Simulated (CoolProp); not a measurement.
Computed with CoolProp (reference Helmholtz-energy equation of state, Pan 2012).

For R236FA, give the phase and the cv (kJ/(kg K)), Joule-Thomson coefficient (K/MPa), Prandtl number at 339.1 K and 1.01 bar; 400 K and 1.01 bar.


- 339.1 K and 1.01 bar: gas; cv 0.837, Joule-Thomson coefficient 15.2, Prandtl number 0.702
- 400 K and 1.01 bar: gas; cv 0.936, Joule-Thomson coefficient 8.81, Prandtl number 0.673

Viscosity comes from a separate model (Huber 2003), an estimate that may be off by 10 % or more. Thermal conductivity comes from a separate model (Huber 2003), an estimate that may be off by 10 % or more.
